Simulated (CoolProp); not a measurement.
Values from CoolProp's reference Helmholtz-energy equation of state, Gao 2020.

### Question
For ammonia, give the phase and the Z, cp (kJ/(kg K)), speed of sound (m/s), Joule-Thomson coefficient (K/MPa) at 349.2 K and 0.717 MPa; 357 K and 0.717 MPa; 372.5 K and 0.717 MPa.

### Answer
- 349.2 K and 0.717 MPa: gas; Z 0.958, cp 2.42, speed of sound 457, Joule-Thomson coefficient 15.9
- 357 K and 0.717 MPa: gas; Z 0.962, cp 2.40, speed of sound 463, Joule-Thomson coefficient 14.8
- 372.5 K and 0.717 MPa: gas; Z 0.967, cp 2.39, speed of sound 474, Joule-Thomson coefficient 13.0
